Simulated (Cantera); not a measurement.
Input (Python, Cantera) and output of one run.

```python
import numpy as np
import cantera as ct

gas_names = """
    Electron AL AL+ AL- ALN AL2 N N+ N- N2 N2+ N2-
""".split()
cond_names = """
    AL(cr) AL(L) ALN(s)
""".split()


# ... load() reads the species with a 1 bar reference pressure and builds the phases ...
atoms = {
    'AlN': {'AL': 1, 'N': 1},
    'N2': {'N': 2},
}
top_T = {'ALN(s)': 2750}  # K; cautious upper limits of use, not melting points


# ... equilibrate(T, P, feed) seeds the gas with the atoms and calls Mixture.equilibrate('TP', solver="vcs", rtol=1e-11, max_steps=5000) ...
results = []
feed = {'AlN': 1, 'N2': 0.19}  # mol
P = 240000  # Pa
for T in [2500, 2750, 3000, 3250, 3500, 3750, 4000, 4250, 4500, 4750, 5000]:
    mix = equilibrate(T, P, feed)
    results.append((T, P, feed, dict(zip(mix.species_names, mix.species_moles))))

top = {s: max(r[3][s] / sum(r[3][g] for g in gas_names) for r in results) for s in gas_names}
cols = sorted((s for s in top if top[s] > 1e-06), key=lambda s: -top[s])[:5]
seen = [c for c in cond_names if any(r[3].get(c, 0) > 1e-12 for r in results)]
print("log10 of partial pressures in bar; condensed amounts in mol")
print(f"{'T/K':>10s}" + "".join(f"{s[:9]:>10s}" for s in cols + seen))
for T, P, feed, n in results:
    ng = sum(n[g] for g in gas_names)
    print(f"{T:10.4g}" + "".join(f"{np.log10(max(n[s] / ng * P / 1e5, 1e-99)):10.3f}" for s in cols)
          + "".join(f"{n.get(c, 0):10.4g}" for c in seen))
```

It prints:

```
log10 of partial pressures in bar; condensed amounts in mol
       T/K        N2        AL         N       AL2       AL+    ALN(s)
      2500     0.376    -1.596    -6.346    -4.614    -6.052     0.998
      2750     0.295    -0.372    -5.472    -2.497    -4.837    0.9534
      3000    -0.006     0.144    -4.859    -1.739    -4.071         0
      3250    -0.007     0.148    -4.213    -1.966    -3.642         0
      3500    -0.008     0.149    -3.658    -2.163    -3.271         0
      3750    -0.008     0.150    -3.177    -2.334    -2.948         0
      4000    -0.009     0.150    -2.755    -2.485    -2.662         0
      4250    -0.010     0.149    -2.383    -2.620    -2.409         0
      4500    -0.012     0.147    -2.052    -2.741    -2.182         0
      4750    -0.016     0.145    -1.756    -2.851    -1.979         0
      5000    -0.022     0.141    -1.490    -2.954    -1.795         0
```

Equilibrium computed with Cantera from the NASA thermochemical tables; the gas is ideal and each condensed phase is pure.
